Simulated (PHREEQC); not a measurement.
Solution (80 °C): 0.0067 mol NH4HF2, 0.093 mol H2SiF6, 0.00015 mol H3PO4 and 0.0013 mol HCl per kg of water. Closed to the air; pH follows from the charge balance.

Computed with PHREEQC (ion-association model, phreeqc.dat).

No solid was allowed to form.

Predict the pH.

pH 0.89.

In which forms is Si present?

SiF6-2 94 %, H4SiO4 6.4 % of the Si.

Examples of supersaturated solids here: SiO2(a), Quartz (slow to form). Others may be too. Away from 25 °C the constants follow the database's enthalpies or fits; those with neither stay at their 25 °C values. SiF6-2 is the database's only silicon fluoride.
